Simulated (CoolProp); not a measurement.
A single-stage vapour-compression cycle with vinyl chloride: evaporating at 263.15 K (dew point), condensing at 320.15 K (bubble point), superheat 5 K, subcooling 2 K, compressor efficiency 0.8, no pressure losses. Each further row changes one setting.

Model: reference Helmholtz-energy equation of state, Thol 2022, in CoolProp.

```tsv
case	cooling COP	pressure ratio	discharge temperature (K)	refrigerating effect (kJ/kg)	volumetric capacity (kJ/m³)
as stated	3.06	6.12	374.8	272	934
evaporating temperature 268.15 K	3.47	5.04	368.8	276	1130
condensing temperature 315.15 K	3.42	5.37	366.7	280	961
subcooling 7 K	3.14	6.12	374.8	280	960
superheat 15 K	3.03	6.12	385.9	281	924
compressor efficiency 0.7	2.67	6.12	386.6	272	934
```
